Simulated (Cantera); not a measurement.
A closed system holds: 1 mol Si, 3.8 mol HCl, a varied amount of H₂, equilibrated at 100 Torr.

Cantera equilibrium calculation (NASA polynomials, part measured and part estimated; ideal gas, pure solids and liquids). Candidate condensed phases: Si; 19 gas species. The tables' values for SiCl₃ are old estimates. Equilibrium is a limit: real reactors are often held back by kinetics, nucleation or transport.

Question: What condenses at these points (T in K, n(H₂) in mol): (1148, 4.5); (748, 6.5); (848, 3.1); (1148, 3.7); (1048, 7.8)?

Answer: 
| T (K) | n(H₂) in mol | condensed phases | Si condensed (%) |
|---|---|---|---|
| 1148 | 4.5 | Si | 5.2 |
| 748 | 6.5 | gas only | 0.0 |
| 848 | 3.1 | gas only | 0.0 |
| 1148 | 3.7 | Si | 4.6 |
| 1048 | 7.8 | Si | 3.7 |
